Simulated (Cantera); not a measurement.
Charge: 1 mol Si, 0.71 mol Cl₂, 14 mol H₂, 1.4 mol HCl, held at 1.00 bar.

Points: T (K) = 573, 723, 873, 1023, 1173, 1323, 1473, 1623, 1773.

Cantera's Mixture.equilibrate('TP', solver="vcs", rtol=1e-11, max_steps=5000) on the NASA tables stopped like this:

```
 x: H2 9.470e-01  SiCL4 2.647e-02  SiHCL3 2.539e-02  SiH2CL2 1.117e-03
   condensed (mol): Si(cr) 0.1893
T = 723 K  P = 100000 Pa  gas = 15.3 mol
   x: H2 9.469e-01  SiCL4 2.726e-02  SiHCL3 2.398e-02  SiH2CL2 1.462e-03  HCL 3.217e-04
   condensed (mol): Si(cr) 0.1931
T = 873 K  P = 100000 Pa  gas = 15.32 mol
   x: H2 9.456e-01  SiCL4 2.758e-02  SiHCL3 2.258e-02  HCL 2.473e-03  SiH2CL2 1.686e-03
   condensed (mol): Si(cr) 0.2044
T = 1023 K  P = 100000 Pa  gas = 15.35 mol
   x: H2 9.401e-01  SiCL4 2.648e-02  SiHCL3 2.069e-02  HCL 1.018e-02  SiH2CL2 1.790e-03  SiCL3 4.957e-04  SiCL2 1.960e-04
   condensed (mol): Si(cr) 0.237
ERROR: FAILURE its = 5001!

*******************************************************************************
CanteraError thrown by MultiPhase::equilibrate:
VCS solver failed. Return code: -1
*******************************************************************************
```

Problem. What got this run through?

Solution. This is not unique; one that fits is The failure is numerical, not chemical. The same input converged with solver="gibbs", rtol=1e-10, max_steps=50000, and the result passed a check of the equilibrium conditions:
```
T = 573 K  P = 100000 Pa  gas = 15.3 mol
   x: H2 9.470e-01  SiCL4 2.647e-02  SiHCL3 2.539e-02  SiH2CL2 1.117e-03
   condensed (mol): Si(cr) 0.1893
T = 723 K  P = 100000 Pa  gas = 15.3 mol
   x: H2 9.469e-01  SiCL4 2.726e-02  SiHCL3 2.398e-02  SiH2CL2 1.462e-03  HCL 3.217e-04
   condensed (mol): Si(cr) 0.1931
T = 873 K  P = 100000 Pa  gas = 15.32 mol
   x: H2 9.456e-01  SiCL4 2.758e-02  SiHCL3 2.258e-02  HCL 2.473e-03  SiH2CL2 1.686e-03
   condensed (mol): Si(cr) 0.2044
T = 1023 K  P = 100000 Pa  gas = 15.35 mol
   x: H2 9.401e-01  SiCL4 2.648e-02  SiHCL3 2.069e-02  HCL 1.018e-02  SiH2CL2 1.790e-03  SiCL3 4.957e-04  SiCL2 1.960e-04
   condensed (mol): Si(cr) 0.237
T = 1173 K  P = 100000 Pa  gas = 15.45 mol
   x: H2 9.268e-01  HCL 2.782e-02  SiCL4 2.230e-02  SiHCL3 1.731e-02  SiCL3 2.073e-03  SiCL2 1.900e-03  SiH2CL2 1.720e-03
   condensed (mol): Si(cr) 0.2991
T = 1323 K  P = 100000 Pa  gas = 15.65 mol
   x: H2 9.044e-01  HCL 5.489e-02  SiCL4 1.381e-02  SiHCL3 1.154e-02  SiCL2 9.106e-03  SiCL3 4.795e-03  SiH2CL2 1.383e-03
   condensed (mol): Si(cr) 0.3632
T = 1473 K  P = 100000 Pa  gas = 15.89 mol
   x: H2 8.818e-01  HCL 7.935e-02  SiCL2 2.245e-02  SiCL3 5.639e-03  SiHCL3 5.060e-03  SiCL4 4.847e-03  SiH2CL2 8.283e-04
   condensed (mol): Si(cr) 0.3823
T = 1623 K  P = 100000 Pa  gas = 16.03 mol
   x: H2 8.706e-01  HCL 9.000e-02  SiCL2 3.255e-02  SiCL3 3.772e-03  SiHCL3 1.529e-03  SiCL4 1.020e-03  SiH2CL2 3.868e-04
   condensed (mol): Si(cr) 0.37
T = 1773 K  P = 100000 Pa  gas = 16.08 mol
   x: H2 8.650e-01  HCL 9.688e-02  SiCL2 3.486e-02  SiCL3 2.068e-03  SiHCL3 4.364e-04  H 2.646e-04  SiCL4 2.084e-04  SiH2CL2 1.640e-04
   condensed (mol): Si(L) 0.3919
```

The gas is ideal and each condensed phase is pure. The tables' values for SiCl3, SiCl are old estimates; treat these amounts as uncertain. Gases not in the tables: Si2H6 and higher silanes.
